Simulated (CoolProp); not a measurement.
Hydrogen chloride along the isobar 819 kPa: density (kg/m³) from the reference equation and from simpler models built on Tc = 324.7 K, pc = 8314 kPa, ω = 0.130; each cubic takes its own stable root.

Model: reference Helmholtz-energy equation of state, Thol 2018, in CoolProp.

```csv
T (K),phase,reference,van der Waals,Redlich-Kwong
275.4,gas,13.95,13.66,13.81
288.3,gas,13.19,___,___
301.2,gas,12.53,12.37,___
314.1,gas,11.93,11.82,11.88
327,gas,___,11.32,11.36
339.9,gas,10.92,10.86,10.89
352.8,gas,10.48,10.43,10.46
365.8,gas,10.08,10.04,10.06
378.7,gas,9.708,9.680,9.693
391.6,gas,9.366,9.345,9.353
```

**Question.** Some entries are withheld; supply them.

**Answer.** 
- 288.3, van der Waals: 12.98
- 288.3, Redlich-Kwong: 13.10
- 301.2, Redlich-Kwong: 12.46
- 327, reference: 11.40
